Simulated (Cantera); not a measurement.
An adiabatic, constant-volume homogeneous reactor starts with H2 : O2 : N2 = 1 : 0.217 : 1.22 (molar parts), equivalence ratio 2.3, at 1125 K and 71000 Pa.

Cantera simulation using the H2/O2 subset of GRI-Mech 3.0, which has no nitrogen chemistry; the numbers are that mechanism's predictions, not measurements.

Q: Predict: time of steepest temperature rise; temperature at 0.500 s; equilibrium temperature; x(H2) at 0.500 s; x(O2) at 0.500 s; x(H2O2) at 0.500 s; x(H) at 0.500 s; x(HO2) at 0.500 s; x(OH) at 0.500 s; x(O) at 0.500 s.

A: 
```json
{
  "time_of_steepest_temperature_rise": "0.139 ms",
  "temperature at 0.500 s": "2595 K",
  "equilibrium_temperature": "2595 K",
  "x(H2) at 0.500 s": "0.246 (gas-phase equilibrium 0.246)",
  "x(O2) at 0.500 s": "3.47e-5 (gas-phase equilibrium 3.47e-5)",
  "x(H2O2) at 0.500 s": "1.18e-8 (gas-phase equilibrium 1.18e-8)",
  "x(H) at 0.500 s": "0.0153 (gas-phase equilibrium 0.0153)",
  "x(HO2) at 0.500 s": "4.05e-8 (gas-phase equilibrium 4.05e-8)",
  "x(OH) at 0.500 s": "0.00273 (gas-phase equilibrium 0.00273)",
  "x(O) at 0.500 s": "0.000110 (gas-phase equilibrium 0.000110)"
}
```
